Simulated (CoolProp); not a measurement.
Sulfur dioxide along the isotherm 413 K: Z from the reference equation and from simpler models built on Tc = 430.6 K, pc = 78.87 bar, ω = 0.256; each cubic takes its own stable root.

Model: reference Helmholtz-energy equation of state, Gao 2016, in CoolProp.

```
p (bar)   phase  reference  Redlich-Kwong  Soave-Redlich-Kwong
-------  ------  ---------  -------------  -------------------
1.11        gas     0.9943         0.9946               0.9945
1.72        gas     0.9912         0.9916               0.9914
2.68        gas     0.9862         0.9868               0.9866
4.18        gas     0.9784         0.9794               0.9790
6.51        gas     0.9660         0.9676               0.9670
10.1        gas     0.9465         0.9491               0.9481
15.8        gas     0.9142         0.9186               0.9169
24.6        gas     0.8606         0.8684               0.8655
38.2        gas     0.7645         0.7805               0.7748
92.7     liquid     0.1796         0.2207               0.2146
144      liquid     0.2625         0.3105               0.3052
225      liquid     0.3880         0.4458               0.4408
350      liquid     0.5722         0.6423               0.6373
```
